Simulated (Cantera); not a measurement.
An adiabatic, constant-pressure homogeneous reactor starts with CH₄ : CO : O₂ : N₂ = 2.2 : 0.16 : 6.71 : 25.2 (molar parts), at 1623 K and 10.0 bar.

Model: GRI-Mech 3.0 (53 species, 325 reactions), integrated in Cantera.

**Question.** Predict: time of steepest temperature rise; temperature at 3.00 s; equilibrium temperature; x(CO) at 3.00 s; x(O₂) at 3.00 s; x(CO₂) at 3.00 s; x(NO) at 3.00 s; x(H₂O) at 3.00 s.

**Answer.** 
```json
{
 "time_of_steepest_temperature_rise": "56.2 µs",
 "temperature at 3.00 s": "2744 K",
 "equilibrium_temperature": "2744 K",
 "x(CO) at 3.00 s": "0.00935 (gas-phase equilibrium 0.00935)",
 "x(O₂) at 3.00 s": "0.0574 (gas-phase equilibrium 0.0574)",
 "x(CO₂) at 3.00 s": "0.0589 (gas-phase equilibrium 0.0589)",
 "x(NO) at 3.00 s": "0.0170 (gas-phase equilibrium 0.0170)",
 "x(H₂O) at 3.00 s": "0.117 (gas-phase equilibrium 0.117)"
}
```
